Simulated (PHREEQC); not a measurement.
Consider water at 20 °C with 190 mmol/kgw HF, 4.5 mmol/kgw Na2CO3 and 4.8 mmol/kgw NaCl. Closed to the air; pH follows from the charge balance.

All values are PHREEQC results (ion-association model, wateq4f.dat), not measurements.

```csv
quantity,before,after
pH,2.15,2.41
ionic strength (mol/kgw),0.0217,0.00699
HCO3- (mol/kgw),3.02e-7,1.04e-7
NaHCO3 (mol/kgw),1.76e-9,1.35e-10
SI of Halite (NaCl),-5.88,-7.22
SI of Nahcolite (NaHCO3),-7.91,-9.02
```

Question: What was changed between the two runs?
A. Na2CO3 from 0.0045 to 0.00495 mol/kgw
B. diluted 5-fold with water
C. HF left out
D. 0.041 mol/kgw CsI added

Answer: B, diluted 5-fold with water

No solid was allowed to form. wateq4f.dat counts part of the HF as a dimer, H2F2, which phreeqc.dat doesn't know; its constant is uncertain.
